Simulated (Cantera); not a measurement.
Input: 1 mol CH3Cl, 0.14 mol CH4, 0.44 mol H2, equilibrated at 1477 °C and 0.840 bar.

These are equilibrium values from Cantera (NASA tables, ideal gas, pure condensed phases), not measurements of a reactor. Candidate condensed phases: C, C6H6, C7H8, C8H18; 91 gas species. The numbers say what is thermodynamically allowed, not how fast it happens.

Base state: H2 0.632, HCl 0.368, CH4 0.000306, H 0.000202, Cl 9.05e-5, C2H2 (acetylene) 7.26e-5 (mole fractions); condensed: C(graphite).

### Question
What changes in the equilibrium state with this change: temperature from 1477 °C to 2102 °C?

### Answer
```
species             before    after
----------------  --------  -------
H2                   0.632    0.619
HCl                  0.368    0.359
H                 0.000202   0.0121
C2HCl              8.48e-8  2.07e-5
Cl                 9.05e-5  0.00502
C2H2 (acetylene)   7.26e-5  0.00385
C(graphite), mol      1.14     1.12
```
